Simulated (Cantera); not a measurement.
A closed system holds: 1 mol SiF4, 1.4 mol H2O, 45 mol H2, held at 1627 °C and 0.0100 bar.

Equilibrium computed with Cantera from the NASA thermochemical tables; the gas is ideal and each condensed phase is pure. Candidate condensed phases: H2O, Si, SiO2; 38 gas species. The tables' values for SiF3, SiF2 are old estimates; treat these amounts as uncertain. Equilibrium is a limit: real reactors are often held back by kinetics, nucleation or transport.

Task: What is the equilibrium state?

Result: 
| Property | Value |
|---|---|
| x(H2) | 0.884 |
| x(HF) | 0.0806 |
| x(SiO) | 0.0201 |
| x(H2O) | 0.00810 |
| x(H) | 0.00746 |
| x(SiF3) | 1.79e-5 |
| x(SiF2) | 1.45e-5 |
| x(SiF4) | 7.23e-6 |
| x(OH) | 5.62e-6 |
| gas amount | 49.58 mol |
| log10 activity of Si(l) (absent) | -4.70 |
